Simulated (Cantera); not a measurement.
# Low-pressure radical oxidation in H2/O2

An isothermal, constant-pressure homogeneous reactor starts with H₂ : O₂ = 0.012 : 1 (molar parts), equivalence ratio 0.0060, at 1125 K and 560 Pa.

Computed with Cantera and GRI-Mech 3.0 (53 species, 325 reactions). Radical loss at walls, strong at low pressure, is not modelled.

| t (s) | x H₂ | x O₂ | x H | x H₂O | x O | x OH |
|---|---|---|---|---|---|---|
| 8.00e-5 | 0.0119 | 0.988 | 6.18e-11 | <1e-12 | 1.84e-11 | 1.80e-11 |
| 0.000220 | 0.0119 | 0.988 | 1.22e-10 | 1.12e-11 | 1.08e-10 | 1.02e-10 |
| 0.000606 | 0.0119 | 0.988 | 2.19e-10 | 1.50e-10 | 5.33e-10 | 4.55e-10 |
| 0.00167 | 0.0119 | 0.988 | 5.94e-10 | 1.81e-9 | 2.87e-9 | 2.08e-9 |
| 0.00459 | 0.0119 | 0.988 | 5.73e-9 | 3.85e-8 | 3.73e-8 | 2.40e-8 |
| 0.0126 | 0.0118 | 0.988 | 2.19e-6 | 1.69e-5 | 1.47e-5 | 9.28e-6 |
| 0.0348 | 0.000176 | 0.978 | 0.000929 | 0.0107 | 0.00936 | 0.000961 |
| 0.0959 | 5.53e-5 | 0.979 | 0.000627 | 0.0112 | 0.00886 | 0.000692 |
| 0.264 | 4.27e-5 | 0.981 | 0.000420 | 0.0113 | 0.00677 | 0.000609 |
| 0.727 | 2.35e-5 | 0.984 | 0.000169 | 0.0116 | 0.00368 | 0.000453 |
| 2.00 | 7.78e-6 | 0.987 | 3.19e-5 | 0.0118 | 0.00121 | 0.000261 |
x: mole fraction; the columns are a selection and need not sum to one.

Equilibrium at this temperature and pressure: H₂ 3.89e-10, O₂ 0.988, H 1.18e-11, H₂O 0.0119, O 6.17e-8, OH 1.88e-6 (gas phase only).
